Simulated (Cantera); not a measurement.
Feed: 1 mol (CH3)2SiCl2, 170 mol H2, at 133 Pa.

These are equilibrium values from Cantera (NASA tables, ideal gas, pure condensed phases), not measurements of a reactor. Candidate condensed phases: C, C6H6, C7H8, C8H18, Si, SiC; 109 gas species. The feed counts by its element totals alone. The numbers say what is thermodynamically allowed, not how fast it happens.

Task: At 1350 K, list the 3 most abundant gas species with their mole fractions, and the condensed phases.

Result: H2 0.988, HCl 0.0115, H 6.49e-5. Condensed: C(graphite) + SiC(s).
